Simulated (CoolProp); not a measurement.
The numbers come from the reference Helmholtz-energy equation of state, Lemmon 2006 in CoolProp. It is a short technical equation, of lower accuracy than the large ones.

For acetone, give the phase and the cv (kJ/(kg K)), speed of sound (m/s), isothermal compressibility (1/MPa) at 453.1 K and 1040 kPa.


- 453.1 K and 1040 kPa: gas; cv 1.74, speed of sound 234, isothermal compressibility 1.15
